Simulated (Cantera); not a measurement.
Feed: 1 mol CCl4, 0.01 mol F2, 2 mol H2, equilibrated at 425 °C and 0.133 bar.

Method: chemical equilibrium by Gibbs-energy minimisation in Cantera with the NASA 1993 tables (ideal gas, pure condensed phases). Candidate condensed phases: C, C6H6, C7H8, C8H18; 118 gas species. Rates play no part.

Base state: HCl 0.993, HF 0.00499, Cl2 0.00249 (mole fractions); condensed: C(graphite).

**Question.** What changes in the equilibrium state with this change: CCl4 replaced by CH2F2?

**Answer.** 
| species | before | after |
|---|---|---|
| HF | 0.00499 | 0.564 |
| H2 | <1e-9 | 0.317 |
| CH4 | <1e-9 | 0.119 |
| HCl | 0.993 | 0 |
| Cl2 | 0.00249 | 0 |
| C(graphite), mol | 1.000 | 0.573 |

**Question.** What changes in the equilibrium state with this change: F2 from 0.01 to 0.021 mol?

**Answer.** 
| species | before | after |
|---|---|---|
| HCl | 0.993 | 0.984 |
| HF | 0.00499 | 0.0104 |
| Cl2 | 0.00249 | 0.00518 |
| CF4 | 1.77e-7 | 1.48e-5 |
| C(graphite), mol | 1.000 | 1.000 |
